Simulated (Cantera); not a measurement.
Input: 1 mol Si₃H₈, 2.1 mol HCl, 58 mol H₂, equilibrated at 1675 K and 330 Pa.

Equilibrium computed with Cantera from the NASA thermochemical tables; the gas is ideal and each condensed phase is pure. Candidate condensed phases: Si; 19 gas species. The feed counts by its element totals alone. The tables' values for SiCl are old estimates; treat these amounts as uncertain. Gases not in the tables: Si₂H₆ and higher silanes. Rates play no part.

Base state: H₂ 0.968, HCl 0.0271, SiCl₂ 0.00275, H 0.00199, Si 0.000132, Cl 4.35e-5, SiCl 4.00e-5, SiH 1.25e-5 (mole fractions); condensed: Si(s).

### Question
What changes in the equilibrium state with this change: HCl from 2.1 to 0.45 mol?

### Answer
```tsv
species	before	after
H₂	0.968	0.991
HCl	0.0271	0.00684
H	0.00199	0.00201
SiCl₂	0.00275	0.000170
SiCl	4.00e-5	9.96e-6
Cl	4.35e-5	1.08e-5
SiH₂	1.09e-5	1.11e-5
Si(s), mol	2.81	2.98
```
